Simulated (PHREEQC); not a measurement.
0.15 g of hydrous ferric oxide (600 m²/g; 0.2 weak and 0.005 strong sites per Fe, Dzombak-Morel constants, diffuse double layer) in 1 kg of water with 0.3 mol/kgw of an inert sodium salt, at 25 °C; the pH is set by adding NaOH or the inert anion's acid. O2 is buffered at 0.21 atm. CO2 from the air is kept out. Nothing may precipitate in this run.

All values are PHREEQC results (ion-association model, wateq4f.dat), not measurements.

```
pH    surface charge σ (C/m²)  surface potential ψ (mV)
----  -----------------------  ------------------------
4                       0.349                       123
4.38                    0.328                       120
4.75                      ___                       ___
5.5                     0.210                        98
5.88                      ___                        86
6.25                    0.129                        74
6.62                    0.095                       ___
7.38                    0.041                       ___
7.75                      ___                        15
8.12                   -0.001                         0
8.5                    -0.021                       -17
9.25                   -0.068                       -48
9.62                      ___                       ___
10                     -0.132                       -75
```

Q: Some entries are withheld; supply them.

A: 
- 4.75, surface charge σ (C/m²): 0.296
- 4.75, surface potential ψ (mV): 115
- 5.88, surface charge σ (C/m²): 0.167
- 6.62, surface potential ψ (mV): 61
- 7.38, surface potential ψ (mV): 31
- 7.75, surface charge σ (C/m²): 0.020
- 9.62, surface charge σ (C/m²): -0.097
- 9.62, surface potential ψ (mV): -62
